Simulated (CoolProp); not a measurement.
Hydrogen sulfide along the isobar 224 bar: fugacity coefficient from the reference equation and from simpler models built on Tc = 100.0 °C, pc = 89.99 bar, ω = 0.101; each cubic takes its own stable root.

The numbers come from the reference Helmholtz-energy equation of state, Lemmon 2006 in CoolProp. It is a short technical equation, of lower accuracy than the large ones.

| T (°C) | phase | reference |
|---|---|---|
| -13.65 | liquid | 0.04112 |
| 2.15 | liquid | 0.06377 |
| 18.05 | liquid | 0.09335 |
| 33.85 | liquid | 0.1296 |
| 49.75 | liquid | 0.1727 |
| 65.55 | liquid | 0.2215 |
| 81.45 | liquid | 0.2755 |
| 97.25 | liquid | 0.3328 |
| 113.15 | supercritical | 0.3924 |
| 128.95 | supercritical | 0.4518 |
| 144.85 | supercritical | 0.5097 |
| 160.65 | supercritical | 0.5634 |
| 176.55 | supercritical | 0.6121 |

Q: How far does each simpler model (van der Waals, Redlich-Kwong, Soave-Redlich-Kwong, Peng-Robinson) lie from the reference over these 13 states: mean and median of the absolute difference, and the worst?

A: 
- van der Waals: mean 48.6 %, median 24.6 %, worst +185.3 % at -13.65 °C and 224 bar
- Redlich-Kwong: mean 5.7 %, median 5.2 %, worst +12.1 % at -13.65 °C and 224 bar
- Soave-Redlich-Kwong: mean 2.8 %, median 2.9 %, worst +3.6 % at 65.55 °C and 224 bar
- Peng-Robinson: mean 3.2 %, median 2.9 %, worst -4.3 % at 176.55 °C and 224 bar
